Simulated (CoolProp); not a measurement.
Vapour pressure (MPa) of CH3F (R41): the reference equation beside estimates from Tc = 317.3 K, pc = 5.906 MPa, ω = 0.200. Clausius-Clapeyron is anchored at 245.2 K with a constant enthalpy of vaporisation of 13.70 kJ/mol.

The numbers come from the reference Helmholtz-energy equation of state, Lemmon 2006 in CoolProp. It is a short technical equation, of lower accuracy than the large ones.

| T (K) | reference | Lee-Kesler | Clausius-Clapeyron |
|---|---|---|---|
| 229.4 | ___ | 0.5014 | 0.5533 |
| 232.6 | 0.5627 | 0.5675 | ___ |
| 235.7 | 0.6309 | 0.6375 | 0.6705 |
| 238.9 | 0.7076 | 0.7162 | 0.7363 |
| 242.1 | 0.7913 | 0.8019 | 0.8066 |
| 245.2 | 0.8791 | ___ | 0.8791 |
| 248.4 | 0.9774 | 0.9924 | 0.9587 |
| 251.6 | 1.084 | 1.101 | 1.043 |
| 254.7 | 1.195 | ___ | 1.130 |
| 257.9 | 1.318 | 1.340 | 1.224 |
| 261.1 | 1.450 | ___ | ___ |

Problem. Fill in the missing entries.

Solution. 
- 229.4, reference: 0.4983
- 232.6, Clausius-Clapeyron: 0.6108
- 245.2, Lee-Kesler: 0.8919
- 254.7, Lee-Kesler: 1.214
- 261.1, Lee-Kesler: 1.474
- 261.1, Clausius-Clapeyron: 1.324

Absolute difference from the reference over all 11 rows, mean and median: Lee-Kesler 1.3 and 1.5 %, Clausius-Clapeyron 5.3 and 5.4 %.
